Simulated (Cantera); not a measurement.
Feed: 1 mol Ta2O5, 2.8 mol CO, equilibrated at 800 °C and 180 Pa.

Method: chemical equilibrium by Gibbs-energy minimisation in Cantera with the NASA 1993 tables (ideal gas, pure condensed phases). Candidate condensed phases: C, Ta, TaC, Ta2O5; 15 gas species. Mutual solubility and eutectic melting of coexisting phases are not modelled. TaC: taken at fixed stoichiometry. Condensed phases not in the tables: Ta2C. Kinetics and transport are ignored.

Base state: CO 1.000, CO2 0.000362 (mole fractions); condensed: TaC(s) + Ta2O5(s).

**Question.** What changes in the equilibrium state with this change: pressure from 180 Pa to 140000 Pa?

**Answer.** 
```json
[
 {"species": "CO", "before": "1.000", "after": "0.856"},
 {"species": "CO2", "before": "0.000362", "after": "0.144"},
 {"species": "TaC(s), mol", "before": "0.000290", "after": "0"},
 {"species": "Ta2O5(s), mol", "before": "1.000", "after": "1.00"},
 {"species": "C(graphite), mol", "before": "0", "after": "0.353"}
]
```
